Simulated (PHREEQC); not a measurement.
A made-up water analysis in mmol/kgw, 26 °C, pH 6.8, pe -1.8:

| constituent | mmol/kgw |
|---|---|
| Na | 1.47 |
| K | 1.29 |
| Ca | 3.39 |
| Mg | 0.355 |
| Cl | 5.78 |
| S(6) | 0.821 |
| Alkalinity (meq/kgw) | 3.08 |
| Si | 0.263 |

Valence states are taken as typed.

All values are PHREEQC results (ion-association model, wateq4f.dat), not measurements.

```json
{
  "ionic_strength": "0.0140 mol/kgw",
  "charge_balance_error": "-1.3 %"
}
```

```json
[
 {"species": "Cl-", "molality": "0.00578", "activity": "0.00511", "log γ": "-0.053"},
 {"species": "Ca+2", "molality": "0.00315", "activity": "0.00199", "log γ": "-0.200"},
 {"species": "HCO3-", "molality": "0.00299", "activity": "0.00266", "log γ": "-0.050"},
 {"species": "Na+", "molality": "0.00146", "activity": "0.00130", "log γ": "-0.051"},
 {"species": "K+", "molality": "0.00129", "activity": "0.00114", "log γ": "-0.053"},
 {"species": "CO2", "molality": "0.000934", "activity": "0.000937", "log γ": "0.001"}
]
```

No solid was allowed to form. Saturation is exceeded, for instance for Quartz (slow to form); the values hold only as long as no solid forms. Species that the database lacks are ignored.
